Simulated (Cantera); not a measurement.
Thermodynamics of roasting and sulfation, feed FeS + H2S + CO2

Feed: 1 mol FeS, a varied amount of H2S, 0.32 mol CO2, held at 1373 K and 14.0 mbar.

These are equilibrium values from Cantera (NASA tables, ideal gas, pure condensed phases), not measurements of a reactor. Candidate condensed phases: C, C6H6, C7H8, C8H18, Fe, Fe(CO)5, FeO, Fe(OH)2, Fe(OH)3, FeS, FeSO4, FeS2, Fe2O3, Fe2(SO4)3, Fe3O4, H2O, H2SO4, S; 127 gas species. FeS: taken at fixed stoichiometry. Kinetics and transport are ignored.

```json
[
 {"n(H2S) (mol)": "0.085", "x CO2": "0.485", "x H2": "0.0323", "x S2": "0.0702", "x CO": "0.219", "x H2O": "0.148", "x H2S": "0.00721", "x SO2": "0.0357", "n FeS(s)": "1.00"},
 {"n(H2S) (mol)": "0.29", "x CO2": "0.196", "x H2": "0.127", "x S2": "0.167", "x CO": "0.234", "x H2O": "0.220", "x H2S": "0.0438", "x SO2": "0.00787", "n FeS(s)": "1.00"},
 {"n(H2S) (mol)": "0.49", "x CO2": "0.103", "x H2": "0.201", "x S2": "0.199", "x CO": "0.209", "x H2O": "0.205", "x H2S": "0.0754", "x SO2": "0.00300", "n FeS(s)": "1.00"},
 {"n(H2S) (mol)": "0.69", "x CO2": "0.0632", "x H2": "0.253", "x S2": "0.214", "x CO": "0.182", "x H2O": "0.181", "x H2S": "0.0988", "x SO2": "0.00153", "n FeS(s)": "1.00"},
 {"n(H2S) (mol)": "0.9", "x CO2": "0.0418", "x H2": "0.294", "x S2": "0.224", "x CO": "0.159", "x H2O": "0.159", "x H2S": "0.117", "x SO2": "0.000898", "n FeS(s)": "1.00"},
 {"n(H2S) (mol)": "1.1", "x CO2": "0.0301", "x H2": "0.322", "x S2": "0.230", "x CO": "0.141", "x H2O": "0.142", "x H2S": "0.130", "x SO2": "0.000599", "n FeS(s)": "1.00"},
 {"n(H2S) (mol)": "1.3", "x CO2": "0.0227", "x H2": "0.344", "x S2": "0.234", "x CO": "0.127", "x H2O": "0.127", "x H2S": "0.140", "x SO2": "0.000427", "n FeS(s)": "1.00"}
]
```
x: gas mole fraction; n: condensed amount in mol.

From 0.085 mol H2S to 1.3 mol H2S the condensed part is FeS(s). The main Fe-bearing gas is Fe(OH)2 at 0.085 mol H2S and Fe at 1.3 mol H2S.
